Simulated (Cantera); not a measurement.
Source: NASA polynomial tables (part measured, part estimated), evaluated in Cantera. Values are per mole of reaction as written; species without (g) are pure solids or liquids, kept so even where they would boil at 1 bar.

4 PH3(g) + 10 O(g) + 4 N(g) = P4O10 + 4 NH3(g)

```csv
T (K),ΔH° (kJ),ΔS° (J/K),ΔG° (kJ),log10 K
423,-7606.4,-2089.4,-6722.6,830.13
448,-7607.3,-2091.5,-6670.3,777.71
473,-7608.0,-2093.0,-6618.0,730.83
498,-7608.4,-2093.9,-6565.7,688.65
523,-7608.7,-2094.4,-6513.3,650.50
548,-7608.7,-2094.5,-6460.9,615.84
573,-7608.6,-2094.2,-6408.6,584.19
598,?,?,?,?
623,?,?,?,?
648,-7606.9,-2091.5,-6251.6,503.93
673,-7606.0,-2090.1,-6199.3,481.15
```

### Question
Complete the blanks.

### Answer

- 598, ΔH° (kJ): -7608.2
- 598, ΔS° (J/K): -2093.6
- 598, ΔG° (kJ): -6356.2
- 598, log10 K: 555.20
- 623, ΔH° (kJ): -7607.6
- 623, ΔS° (J/K): -2092.7
- 623, ΔG° (kJ): -6303.9
- 623, log10 K: 528.53
